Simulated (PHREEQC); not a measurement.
A solution holds 7.3 mmol/kgw FeSO4, 0.042 mmol/kgw CaCl2 and 0.034 mmol/kgw NaF, at 20 °C. Closed to the air; pH follows from the charge balance.

The numbers come from PHREEQC with the ion-association model, phreeqc.dat.

Question: The ionic strength comes out as 0.0226 mol/kgw. What activity coefficients do Cl-, Fe+2, Ca+2, FeOH+, F- get?

Answer: Cl- 0.86, Fe+2 0.58, Ca+2 0.58, FeOH+ 0.87, F- 0.86.

This is a speciation only: nothing precipitates in the calculation. Species that the database lacks are ignored. Fluoro complexes past AlF4- and FeF3 are missing from the database.
